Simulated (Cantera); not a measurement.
Cantera run:

```python
import numpy as np
import cantera as ct

gas_names = [...]  # 116 gases of nasa_gas.yaml made of C, H, Mg, O
cond_names = """
    C(gr) C6H6(L) C7H8(L) C8H18(L),n-octa H2O(s) H2O(L) Mg(cr) Mg(L) MgCO3(s) MgO(s) MgO(L) MgO2H2(s)
""".split()


# ... load() reads the species with a 1 bar reference pressure and builds the phases ...
atoms = {
    'MgO': {'Mg': 1, 'O': 1},
    'C': {'C': 1},
    'H2': {'H': 2},
    'CO': {'C': 1, 'O': 1},
}
top_T = {'C(gr)': 4500}  # K; cautious upper limits of use, not melting points


# ... equilibrate(T, P, feed) seeds the gas with the atoms and calls Mixture.equilibrate('TP', solver="vcs", rtol=1e-11, max_steps=5000) ...
results = []
feed = {'MgO': 1, 'C': 0.39, 'H2': 0.45, 'CO': 2.5}  # mol
T = 2150  # K
P = 780  # Pa
mix = equilibrate(T, P, feed)
results.append((T, P, feed, dict(zip(mix.species_names, mix.species_moles))))
print(gas.report(threshold=0.001))
for i in range(1, mix.n_phases):
    print(f"{mix.phase(i).name:16s} {mix.phase_moles(i):12.5e} mol")
```

It prints:

```
       temperature   2150 K
          pressure   780 Pa
           density   0.0010793 kg/m^3
  mean mol. weight   24.736 kg/kmol
   phase of matter   gas

                          1 kg             1 kmol
                     ---------------   ---------------
          enthalpy       -3.4492e+05       -8.5318e+06  J
   internal energy       -1.0676e+06       -2.6408e+07  J
           entropy             11824        2.9247e+05  J/K
    Gibbs function       -2.5766e+07       -6.3734e+08  J
 heat capacity c_p            1401.1             34657  J/K
 heat capacity c_v              1065             26343  J/K

                      mass frac. Y      mole frac. X     chem. pot. / RT
                     ---------------   ---------------   ---------------
                CO           0.82879            0.7319           -39.301
               CO2           0.02836           0.01594           -63.103
                 H        0.00060871          0.014937           -13.446
                H2         0.0079744          0.097844           -26.891
               H2O         0.0079363          0.010897           -50.694
                Mg           0.12571           0.12794           -19.346
     [ +110 minor]        0.00062379        0.00053794

C(gr)             0.00000e+00 mol
Mg(L)             0.00000e+00 mol
MgO(s)            5.04432e-01 mol
```

Equilibrium computed with Cantera from the NASA thermochemical tables; the gas is ideal and each condensed phase is pure. The tables' values for MgH are old estimates; treat these amounts as uncertain.
